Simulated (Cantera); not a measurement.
Feed: 1 mol MgCO₃, 2.1 mol CO₂, 0.04 mol C, held at 0.0133 bar.

Method: chemical equilibrium by Gibbs-energy minimisation in Cantera with the NASA 1993 tables (ideal gas, pure condensed phases). Candidate condensed phases: C, Mg, MgCO₃, MgO; 15 gas species. Rates play no part.

Q: At 1998 K, list the 4 most abundant gas species with their mole fractions, and the condensed phases.

A: CO₂ 0.908, CO 0.0693, O₂ 0.0218, O 0.000842. Condensed: MgO(s).
